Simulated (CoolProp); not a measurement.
Model: reference Helmholtz-energy equation of state, Lemmon 2006, in CoolProp. It is a short technical equation, of lower accuracy than the large ones.

For C2F6 (R116), give the phase and the Z, cp (kJ/(kg K)), speed of sound (m/s), isothermal compressibility (1/MPa) at 387.8 K and 42 bar.


- 387.8 K and 42 bar: supercritical; Z 0.837, cp 1.02, speed of sound 140, isothermal compressibility 0.281
